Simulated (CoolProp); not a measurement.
Properties of C3F8 (R218) at several states (Tc = 345.0 K, pc = 2.640 MPa, ω = 0.317).

Computed with CoolProp (reference Helmholtz-energy equation of state, Lemmon 2006). It is a short technical equation, of lower accuracy than the large ones.

| T (K) | p (MPa) | phase | density (kg/m³) | cp (kJ/(kg K)) | cv (kJ/(kg K)) | speed of sound (m/s) | expansivity (1/kK) | fugacity coefficient |
|---|---|---|---|---|---|---|---|---|
| 254.2 | 0.0144 | gas | 1.288 | 0.7169 | 0.6713 | 109.0 | 4.014 | 0.9947 |
| 152.6 | 0.0118 | liquid | 1912 | 0.8223 | 0.5244 | 955.3 | 1.831 | 0.01383 |
| 389.8 | 0.081 | gas | 4.730 | 0.9177 | 0.8720 | 133.8 | 2.627 | 0.9935 |
